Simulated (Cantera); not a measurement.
A closed system holds: 1 mol SiF4, 0.25 mol NH3, 32 mol N2, at 1175 K and 0.0133 bar.

Equilibrium computed with Cantera from the NASA thermochemical tables; the gas is ideal and each condensed phase is pure. Candidate condensed phases: Si, Si3N4; 37 gas species. The tables' values for SiF3 are old estimates; treat these amounts as uncertain. Rates play no part.

Base state: N2 0.959, SiF4 0.0297, H2 0.0110, HF 0.000276, SiF3 0.000121, SiHF3 2.92e-5 (mole fractions); condensed: Si3N4(s).

### Question
What changes in the equilibrium state with this change: temperature from 1175 K to 1698 K?

### Answer
```csv
species,before,after
N2,0.959,0.955
SiF4,0.0297,0.0224
HF,0.000276,0.00818
SiF3,0.000121,0.00654
H2,0.0110,0.00699
SiF2,5.85e-7,0.000801
H,1.12e-7,0.000105
"Si3N4(s), mol",0.000347,0
```
The tables' values for SiF3, SiF2 are old estimates; treat these amounts as uncertain.
